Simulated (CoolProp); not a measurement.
R114 along the isobar 0.78 MPa: density (kg/m³) from the reference equation and from simpler models built on Tc = 147.5 °C, pc = 3.352 MPa, ω = 0.252; each cubic takes its own stable root.

Computed with CoolProp (reference Helmholtz-energy equation of state, Platzer 1990). This equation is an older, rougher fit.

| T (°C) | phase | reference |
|---|---|---|
| 135.65 | gas | 43.25 |
| 147.05 | gas | 41.67 |
| 158.45 | gas | 40.22 |
| 169.85 | gas | 38.90 |
| 181.25 | gas | 37.67 |
| 192.65 | gas | 36.53 |
| 204.05 | gas | 35.47 |
| 215.45 | gas | 34.48 |
| 226.85 | gas | 33.55 |

**Question.** How far does each simpler model (Redlich-Kwong, Soave-Redlich-Kwong, Peng-Robinson) lie from the reference over these 9 states: mean and median of the absolute difference, and the worst?

**Answer.** 
- Redlich-Kwong: mean 0.3 %, median 0.3 %, worst +0.4 % at 226.85 °C and 0.78 MPa
- Soave-Redlich-Kwong: mean 0.0 %, median 0.1 %, worst -0.1 % at 226.85 °C and 0.78 MPa
- Peng-Robinson: mean 0.8 %, median 0.8 %, worst +1.0 % at 135.65 °C and 0.78 MPa
